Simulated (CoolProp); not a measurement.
The numbers come from the reference Helmholtz-energy equation of state, Thol 2017 in CoolProp.

### Question
Give the vapour pressure (MPa), liquid density (kg/m³), surface tension (mN/m) of saturated decamethyltetrasiloxane (MD2M) at 388.3 K.

### Answer
```tsv
T (K)	p (MPa)	liquid density (kg/m³)	surface tension (mN/m)
388.3	0.00866	757	10.5
```

Surface tension comes from a separate correlation (Mulero 2014), older than this fluid's equation and unchecked against measurements.
